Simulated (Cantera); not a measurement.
Input: 1 mol CaO, 2.6 mol HCl, held at 1073.15 K and 2.70 mbar.

Method: chemical equilibrium by Gibbs-energy minimisation in Cantera with the NASA 1993 tables (ideal gas, pure condensed phases). Candidate condensed phases: Ca, CaCl₂, CaO, Ca(OH)₂, H₂O; 21 gas species. Condensed phases not in the tables: oxide chlorides. Rates play no part.

Base state: H₂O 0.625, HCl 0.375, CaCl₂ 9.54e-5, Cl 2.43e-5, H₂ 1.42e-5 (mole fractions); condensed: CaCl₂(l).

### Question
What changes in the equilibrium state with this change: CaO replaced by B₂O₃?

### Answer
```tsv
species	before	after
HCl	0.375	1.000
H₂O	0.625	0.000160
BCl₃	0	9.18e-5
CaCl₂	9.54e-5	0
HBO₂	0	2.64e-5
B₃O₃Cl₃	0	2.17e-5
H₂	1.42e-5	2.80e-5
Cl	2.43e-5	4.62e-5
CaCl₂(l), mol	1.000	0
B₂O₃(l), mol	0	1.000
```
Further candidate phases: B, B₂O₃, B₃O₃H₃.
